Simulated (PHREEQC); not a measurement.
Dissolve 1 mmol/kgw Al2(SO4)3, 0.15 mmol/kgw MgSO4, 0.64 mmol/kgw NaHCO3 and 7.5 mmol/kgw Na2SO4 at 20 °C. Closed to the air; pH follows from the charge balance.

All values are PHREEQC results (ion-association model, phreeqc.dat), not measurements.

No solid was allowed to form.

Task: What pH, ionic strength does the model give?

Result: pH 5.37; ionic strength 0.0277 mol/kgw.

Task: In which forms is Na present?

Result: Na+ 98 %, NaSO4- 2.2 % of the Na.

Examples of supersaturated solids here: Al(OH)3(a), Gibbsite (slow to form). Others may be too.
